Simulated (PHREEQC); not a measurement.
PHREEQC input (ion-association model, wateq4f.dat):

```
SOLUTION_MASTER_SPECIES
  An  An-  0  An  62.0  # stands for a non-complexing anion
SOLUTION_SPECIES
  An- = An-
    -log_k 0
    -gamma 3.0 0
PHASES
  Fix_H+
    H+ = H+
    -log_k 0
SOLUTION 1
  temp 25
  units mmol/kgw
  pH 7 charge
  Cl 0.5003
  Mg 0.00015
  Sr 0.25
  Na 50
  An 50
END
SELECTED_OUTPUT 1
  -reset false
  -pH true
  -pe true
  -ionic_strength true
  -water true
  -totals Cl Mg Na Sr
  -molalities Hfo_wOH Hfo_wOH2+ Hfo_wO- Hfo_sOH Hfo_sOH2+ Hfo_sO- Hfo_sOHSr+2 Hfo_wOSr+ Hfo_wOSrOH Hfo_wOMg+
  -saturation_indices Brucite Halite
USER_PUNCH 1
  -headings sigma psi
  10 PUNCH EDL("sigma", "Hfo"), EDL("psi", "Hfo")
PRINT
  -reset false
USE solution 1
SURFACE 1
  Hfo_wOH 0.000130337 600 0.058
  Hfo_sOH 3.25843e-06
EQUILIBRIUM_PHASES 1
  Fix_H+ -4 HAn 10
    -force_equality true
  O2(g) -0.68 10
END
# ... the last block is repeated for the other 12 points of pH, with NaOH or the acid as the point needs
```

Selected output (columns that matter, 13 of 13 rows; pH added in front):

```
pH	mu	Mg	Na	Sr	m_Hfo_wOH	m_Hfo_wOH2+	m_Hfo_wO-	m_Hfo_sOH	m_Hfo_sOH2+	m_Hfo_sO-	si_Brucite	si_Halite	sigma	psi
4	0.050921	1.5e-07	0.05	0.00025	2.6432e-05	0.00010375	1.5427e-07	6.608e-07	2.5937e-06	3.8567e-09	-15.982	-6.3594	0.29443	0.15949
4.5	0.050831	1.5e-07	0.05	0.00025	4.5128e-05	8.4657e-05	5.5111e-07	1.1282e-06	2.1164e-06	1.3777e-08	-14.982	-6.3593	0.23904	0.14888
5	0.050795	1.5e-07	0.05	0.00025	6.3666e-05	6.5248e-05	1.4232e-06	1.5914e-06	1.6309e-06	3.5573e-08	-13.982	-6.3592	0.1814	0.13484
5.5	0.050778	1.5e-07	0.05	0.00025	7.8639e-05	4.8795e-05	2.9033e-06	1.9645e-06	1.219e-06	7.253e-08	-12.982	-6.3592	0.13044	0.11815
6	0.050768	1.5e-07	0.05	0.00024999	8.8962e-05	3.6393e-05	4.9818e-06	2.216e-06	9.0654e-07	1.2409e-07	-11.982	-6.3592	0.089334	0.099274
6.5	0.050761	1.4997e-07	0.05	0.00024994	9.5127e-05	2.7734e-05	7.4747e-06	2.3321e-06	6.7993e-07	1.8325e-07	-10.982	-6.3592	0.057905	0.078399
7	0.050756	1.498e-07	0.05	0.00024965	9.8377e-05	2.1774e-05	1.0182e-05	2.2006e-06	4.8706e-07	2.2777e-07	-9.9825	-6.3592	0.034772	0.0559
7.5	0.05075	1.4842e-07	0.05	0.00024862	9.9852e-05	1.7098e-05	1.3359e-05	1.4585e-06	2.4975e-07	1.9513e-07	-8.9865	-6.3591	0.018113	0.032915
8	0.050748	1.385e-07	0.050005	0.00024714	9.9706e-05	1.3355e-05	1.7054e-05	4.6847e-07	6.2746e-08	8.0125e-08	-8.0166	-6.3591	0.0049917	0.0096478
8.5	0.050751	9.1262e-08	0.050016	0.00024523	9.7341e-05	1.0361e-05	2.095e-05	8.871e-08	9.4425e-09	1.9092e-08	-7.198	-6.359	-0.0073049	-0.014027
9	0.050753	3.1514e-08	0.050044	0.00023755	8.6595e-05	6.0613e-06	2.8341e-05	2.1764e-08	1.5234e-09	7.123e-09	-6.6604	-6.3588	-0.018064	-0.032836
9.5	0.050764	1.2078e-08	0.050107	0.00022056	5.901e-05	1.8494e-06	4.3136e-05	1.173e-08	3.676e-10	8.5742e-09	-6.0789	-6.3582	-0.023934	-0.04177
10	0.050832	7.2627e-09	0.050225	0.00020402	2.8698e-05	3.2291e-07	5.8427e-05	9.8137e-09	1.1043e-10	1.998e-08	-5.306	-6.3573	-0.026265	-0.045032
```

Species that the database lacks are ignored.
